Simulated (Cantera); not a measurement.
An isothermal, constant-pressure homogeneous reactor starts with H2 : O2 = 0.0085 : 1 (molar parts), equivalence ratio 0.0043, at 1150 K and 20.0 Torr.

Cantera simulation using GRI-Mech 3.0 (53 species, 325 reactions); the numbers are that mechanism's predictions, not measurements. Radical loss at walls, strong at low pressure, is not modelled.

One state of this run: x H2 = 1.21e-9; x O2 = 0.992; x OH = 3.61e-6; x H = 8.37e-11; x H2O = 0.00846; x O = 2.70e-7; x HO2 = 2.27e-9. x: mole fraction; the columns are a selection and need not sum to one.

### Question
Which value of t (s) does it belong to?
(A) 0.171
(B) 3.13e-5
(C) 5.36
(D) 30.0

### Answer
D, 30.0
